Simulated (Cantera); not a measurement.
Input: 1 mol Si, 0.12 mol O₂, 5.7 mol N₂, equilibrated at 1500 K and 7.10e-6 bar.

Method: chemical equilibrium by Gibbs-energy minimisation in Cantera with the NASA 1993 tables (ideal gas, pure condensed phases). Candidate condensed phases: Si, SiO₂, Si₂N₂O, Si₃N₄; 16 gas species. The numbers say what is thermodynamically allowed, not how fast it happens.

Base state: N₂ 0.958, SiO 0.0403, Si 0.00148 (mole fractions); condensed: Si(s).

Task: What changes in the equilibrium state with this change: temperature from 1500 K to 2175 K?

Result: 
```
species      before    after
----------  -------  -------
N₂            0.958    0.851
Si          0.00148    0.113
SiO          0.0403   0.0358
SiN         4.97e-6  4.94e-5
Si(s), mol    0.751        0
```
The tables' values for SiN are old estimates; treat these amounts as uncertain.
